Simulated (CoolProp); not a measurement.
A single-stage vapour-compression cycle with the fluid: evaporating at 312.15 K (dew point), condensing at 365.15 K (bubble point), superheat 5 K, subcooling 5 K, compressor efficiency 0.9, no pressure losses. The same conditions are run with several fluids, on thermodynamics alone (safety and materials aside).

The numbers come from the reference Helmholtz-energy equation of state of each fluid (R113: Marx 1992; R245fa: Akasaka 2015; ethanol: Schroeder 2014; ammonia: Gao 2020; c-C4F8 (RC318): Platzer 1990; benzene: Thol 2012) in CoolProp. The equations of Platzer and Polt are older, rougher fits.

**Question.** Rank R113, R245fa, ethanol, ammonia, c-C4F8 (RC318), benzene by cooling COP, highest first.

**Answer.** ethanol (4.72), benzene (4.69), R113 (4.34), ammonia (4.08), R245fa (4.04), c-C4F8 (RC318) (2.92)

| fluid | pressure ratio | discharge temperature (K) | refrigerating effect (kJ/kg) | volumetric capacity (kJ/m³) |
|---|---|---|---|---|
| R113 | 4.77 | 365.2 | 104 | 579 |
| R245fa | 4.35 | 365.1 | 119 | 1580 |
| ethanol | 9.96 | 420.3 | 779 | 233 |
| ammonia | 3.53 | 428.9 | 867 | 9850 |
| c-C4F8 (RC318) | 3.64 | 365.2 | 42.7 | 1780 |
| benzene | 6.16 | 378.5 | 340 | 239 |

The compression ends wet for: R113; R245fa; c-C4F8 (RC318).
